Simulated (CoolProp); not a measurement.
Properties of R236EA along the isobar 1.01 bar.

Values from CoolProp's reference Helmholtz-energy equation of state, Rui 2013.

```json
[
 {"T (K)": "337.3", "phase": "gas", "Z": "0.9785", "cp (kJ/(kg K))": "0.9193", "isothermal compressibility (1/MPa)": "10.12", "expansivity (1/kK)": "3.206", "viscosity (µPa s)": "12.4", "conductivity (mW/(m K))": "17.3"},
 {"T (K)": "342.6", "phase": "gas", "Z": "0.9797", "cp (kJ/(kg K))": "0.9264", "isothermal compressibility (1/MPa)": "10.11", "expansivity (1/kK)": "3.142", "viscosity (µPa s)": "12.6", "conductivity (mW/(m K))": "17.7"},
 {"T (K)": "348", "phase": "gas", "Z": "0.9809", "cp (kJ/(kg K))": "0.9337", "isothermal compressibility (1/MPa)": "10.10", "expansivity (1/kK)": "3.080", "viscosity (µPa s)": "12.8", "conductivity (mW/(m K))": "18.1"},
 {"T (K)": "353.3", "phase": "gas", "Z": "0.9819", "cp (kJ/(kg K))": "0.9407", "isothermal compressibility (1/MPa)": "10.09", "expansivity (1/kK)": "3.022", "viscosity (µPa s)": "13.0", "conductivity (mW/(m K))": "18.5"},
 {"T (K)": "358.6", "phase": "gas", "Z": "0.9829", "cp (kJ/(kg K))": "0.9478", "isothermal compressibility (1/MPa)": "10.08", "expansivity (1/kK)": "2.967", "viscosity (µPa s)": "13.2", "conductivity (mW/(m K))": "18.9"},
 {"T (K)": "364", "phase": "gas", "Z": "0.9838", "cp (kJ/(kg K))": "0.9549", "isothermal compressibility (1/MPa)": "10.07", "expansivity (1/kK)": "2.913", "viscosity (µPa s)": "13.4", "conductivity (mW/(m K))": "19.4"},
 {"T (K)": "369.3", "phase": "gas", "Z": "0.9846", "cp (kJ/(kg K))": "0.9619", "isothermal compressibility (1/MPa)": "10.06", "expansivity (1/kK)": "2.863", "viscosity (µPa s)": "13.6", "conductivity (mW/(m K))": "19.8"},
 {"T (K)": "374.6", "phase": "gas", "Z": "0.9854", "cp (kJ/(kg K))": "0.9688", "isothermal compressibility (1/MPa)": "10.05", "expansivity (1/kK)": "2.814", "viscosity (µPa s)": "13.8", "conductivity (mW/(m K))": "20.2"},
 {"T (K)": "380", "phase": "gas", "Z": "0.9862", "cp (kJ/(kg K))": "0.9758", "isothermal compressibility (1/MPa)": "10.04", "expansivity (1/kK)": "2.767", "viscosity (µPa s)": "14.0", "conductivity (mW/(m K))": "20.6"},
 {"T (K)": "385.3", "phase": "gas", "Z": "0.9868", "cp (kJ/(kg K))": "0.9826", "isothermal compressibility (1/MPa)": "10.03", "expansivity (1/kK)": "2.722", "viscosity (µPa s)": "14.2", "conductivity (mW/(m K))": "21.0"},
 {"T (K)": "390.7", "phase": "gas", "Z": "0.9875", "cp (kJ/(kg K))": "0.9895", "isothermal compressibility (1/MPa)": "10.03", "expansivity (1/kK)": "2.678", "viscosity (µPa s)": "14.4", "conductivity (mW/(m K))": "21.4"},
 {"T (K)": "396", "phase": "gas", "Z": "0.9881", "cp (kJ/(kg K))": "0.9962", "isothermal compressibility (1/MPa)": "10.02", "expansivity (1/kK)": "2.637", "viscosity (µPa s)": "14.6", "conductivity (mW/(m K))": "21.8"},
 {"T (K)": "401.3", "phase": "gas", "Z": "0.9887", "cp (kJ/(kg K))": "1.003", "isothermal compressibility (1/MPa)": "10.02", "expansivity (1/kK)": "2.597", "viscosity (µPa s)": "14.8", "conductivity (mW/(m K))": "22.2"},
 {"T (K)": "406.7", "phase": "gas", "Z": "0.9892", "cp (kJ/(kg K))": "1.010", "isothermal compressibility (1/MPa)": "10.01", "expansivity (1/kK)": "2.557", "viscosity (µPa s)": "15.0", "conductivity (mW/(m K))": "22.6"},
 {"T (K)": "412", "phase": "gas", "Z": "0.9897", "cp (kJ/(kg K))": "1.016", "isothermal compressibility (1/MPa)": "10.00", "expansivity (1/kK)": "2.520", "viscosity (µPa s)": "15.2", "conductivity (mW/(m K))": "23.0"}
]
```

Viscosity comes from a separate model (Huber 2003), an estimate that may be off by 10 % or more. Thermal conductivity comes from a separate model (Huber 2003), an estimate that may be off by 10 % or more.
